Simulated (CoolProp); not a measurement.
Vapour-liquid equilibrium of R22 (1) + R142b (2) at 53.45 °C; x and y are mole fractions of (1).

Values from CoolProp's multi-fluid Helmholtz-energy mixture model, Kamei 1995 and Lemmon 2006; pair parameters Bell 2016.

**Question.** Give the bubble pressure and the first vapour's composition at x = 0.05, 0.5, 0.575. Is there an azeotrope?

**Answer.** x = 0.05: 0.8032 MPa, y = 0.106; x = 0.5: 1.342 MPa, y = 0.679; x = 0.575: 1.442 MPa, y = 0.741. No azeotrope shows between x = 0.05 and 0.95.

Pair parameters are fitted to limited data, so mixtures are less certain than the pure fluids.
